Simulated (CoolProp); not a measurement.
Vapour pressure (MPa) of the fluoroketone C6F12O (FK-5-1-12): the reference equation beside estimates from Tc = 441.8 K, pc = 1.869 MPa, ω = 0.471. Clausius-Clapeyron is anchored at 249.5 K with a constant enthalpy of vaporisation of 34.08 kJ/mol.

Values from CoolProp's reference Helmholtz-energy equation of state, McLinden 2015.

| T (K) | reference | Lee-Kesler | Clausius-Clapeyron | van der Waals | Redlich-Kwong | Peng-Robinson |
|---|---|---|---|---|---|---|
| 213.4 | 0.0001667 | 0.0001799 | 0.0001916 | 0.04095 | 0.002580 | 0.0002120 |
| 220.6 | 0.0003289 | 0.0003477 | 0.0003587 | 0.05145 | 0.004141 | 0.0004014 |
| 227.8 | 0.0006149 | 0.0006398 | 0.0006454 | 0.06377 | 0.006399 | 0.0007248 |
| 235 | 0.001095 | 0.001126 | 0.001120 | 0.07805 | 0.009562 | 0.001254 |
| 242.3 | 0.001882 | 0.001917 | 0.001895 | 0.09470 | 0.01393 | 0.002101 |
| 249.5 | 0.003087 | 0.003123 | 0.003087 | 0.1134 | 0.01966 | 0.003374 |
| 256.7 | 0.004889 | 0.004921 | 0.004894 | 0.1345 | 0.02708 | 0.005249 |
| 263.9 | 0.007500 | 0.007525 | 0.007567 | 0.1582 | 0.03650 | 0.007933 |
| 271.1 | 0.01118 | 0.01119 | 0.01143 | 0.1846 | 0.04825 | 0.01168 |
| 278.3 | 0.01623 | 0.01624 | 0.01690 | 0.2138 | 0.06266 | 0.01678 |
| 285.6 | 0.02313 | 0.02312 | 0.02463 | 0.2464 | 0.08035 | 0.02370 |
| 292.8 | 0.03209 | 0.03207 | 0.03506 | 0.2817 | 0.1012 | 0.03265 |
| 300 | 0.04365 | 0.04364 | 0.04906 | 0.3202 | 0.1257 | 0.04416 |
| 307.2 | 0.05832 | 0.05832 | 0.06758 | 0.3620 | 0.1544 | 0.05873 |
| 314.4 | 0.07665 | 0.07667 | 0.09173 | 0.4073 | 0.1875 | 0.07691 |

Absolute difference from the reference over all 15 rows, mean and median: Lee-Kesler 1.7 and 0.3 %, Clausius-Clapeyron 6.9 and 5.0 %, van der Waals 5104.7 and 2009.3 %, Redlich-Kwong 527.7 and 386.7 %, Peng-Robinson 8.7 and 5.8 %.
